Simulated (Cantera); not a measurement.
Cantera run:

```python
import numpy as np
import cantera as ct

gas_names = """
    B BH BH2 BH3 BO BO2 B2 B2O B2O2 B2O3 B3O3H3 H HBO HBO2 HO2 H2 H2O H2O2 H3B3O6 O OH O2 O3
""".split()
cond_names = """
    B(b) B(L) B2O3(L) B3O3H3(cr) H2O(s) H2O(L)
""".split()


# ... load() reads the species with a 1 bar reference pressure and builds the phases ...
atoms = {
    'B2O3': {'B': 2, 'O': 3},
    'H2': {'H': 2},
}
top_T = {}  # K; cautious upper limits of use, not melting points


# ... equilibrate(T, P, feed) seeds the gas with the atoms and calls Mixture.equilibrate('TP', solver="vcs", rtol=1e-11, max_steps=5000) ...
results = []
feed = {'B2O3': 1, 'H2': 11}  # mol
T = 1400  # K
P = 5800  # Pa
mix = equilibrate(T, P, feed)
results.append((T, P, feed, dict(zip(mix.species_names, mix.species_moles))))
print(gas.report(threshold=0.001))
for i in range(1, mix.n_phases):
    print(f"{mix.phase(i).name:16s} {mix.phase_moles(i):12.5e} mol")
```

Result:

```
       temperature   1400 K
          pressure   5800 Pa
           density   0.0010291 kg/m^3
  mean mol. weight   2.0654 kg/kmol
   phase of matter   gas

                          1 kg             1 kmol
                     ---------------   ---------------
          enthalpy        1.5794e+07         3.262e+07  J
   internal energy        1.0158e+07         2.098e+07  J
           entropy             97148        2.0065e+05  J/K
    Gibbs function       -1.2021e+08       -2.4829e+08  J
 heat capacity c_p             15492             31998  J/K
 heat capacity c_v             11467             23683  J/K

                      mass frac. Y      mole frac. X     chem. pot. / RT
                     ---------------   ---------------   ---------------
                H2           0.97455           0.99841           -21.253
     [  +22 minor]          0.025454         0.0015886

B(b)              0.00000e+00 mol
B2O3(L)           9.91963e-01 mol
B3O3H3(cr)        0.00000e+00 mol
```

Cantera equilibrium calculation (NASA polynomials, part measured and part estimated; ideal gas, pure solids and liquids).
